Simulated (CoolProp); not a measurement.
Carbon dioxide at 248.99 K and 0.171 MPa is compressed adiabatically to 1.1 MPa with isentropic efficiency 0.85. Each further row changes one setting.

Model: reference Helmholtz-energy equation of state, Span 1996, in CoolProp.

```tsv
case	work (kJ/kg)	final temperature (K)	final density (kg/m³)
as stated	126	397.8	(withheld)
efficiency 1	(withheld)	(withheld)	15.8
efficiency 0.65	165	437.4	13.5
```

Q: Some entries are withheld; supply them.

A: 
- as stated, final density (kg/m³): 14.9
- efficiency 1, work (kJ/kg): 107
- efficiency 1, final temperature (K): 378.2
